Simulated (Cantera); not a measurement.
## Equilibrium for silicon carbide growth: SiH₄ + C₂H₄ + H₂

Charge: 1 mol SiH₄, 0.16 mol C₂H₄, 270 mol H₂, held at 1727 °C and 1.00 Torr.

These are equilibrium values from Cantera (NASA tables, ideal gas, pure condensed phases), not measurements of a reactor. Candidate condensed phases: C, C₆H₆, C₇H₈, C₈H₁₈, Si, SiC; 87 gas species. Equilibrium is a limit: real reactors are often held back by kinetics, nucleation or transport.

x(H₂): 0.953
x(H): 0.0435
x(Si): 0.00288
x(C₂H₂ (acetylene)): 0.000282
x(Si₂C): 7.91e-5
x(SiH): 6.97e-5
x(SiC₂): 4.60e-5
x(SiH₂): 8.94e-6
x(Si₂): 2.64e-6
n(SiC(s)): 0.114 mol
gas amount: 279.2 mol
log10 activity of C(graphite) (absent): -0.21
log10 activity of Si(l) (absent): -1.05
